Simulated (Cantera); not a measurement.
A closed system holds: 1 mol CuO, 0.37 mol CH4, 0.013 mol CO, equilibrated at 1325 K and 0.100 bar.

Cantera equilibrium calculation (NASA polynomials, part measured and part estimated; ideal gas, pure solids and liquids). Candidate condensed phases: C, C6H6, C7H8, C8H18, Cu, CuO, Cu(OH)2, Cu2O, H2O; 113 gas species. Rates play no part.

Base state: H2O 0.404, H2 0.255, CO 0.184, CO2 0.157 (mole fractions); condensed: Cu(s).

Question: What changes in the equilibrium state with this change: CH4 from 0.37 to 2.4 mol?

Answer: 
```tsv
species	before	after
H2	0.255	0.825
CO	0.184	0.174
CH4	3.64e-9	0.000457
H2O	0.404	0.000103
CO2	0.157	1.17e-5
Cu(s), mol	1.000	1.000
C(graphite), mol	0	1.40
```

Question: What changes in the equilibrium state with this change: CuO replaced by Fe2O3?

Answer: 
```csv
species,before,after
H2O,0.404,0.404
H2,0.255,0.255
CO,0.184,0.184
CO2,0.157,0.157
"Cu(s), mol",1.000,0
"FeO(s), mol",0,2.00
```
The tables' stoichiometric FeO is somewhat more stable than real wüstite, so its field is too wide. FeO: taken at fixed stoichiometry. Further candidate phases: Fe, Fe(CO)5, FeO, Fe(OH)2, Fe(OH)3, Fe2O3, Fe3O4.
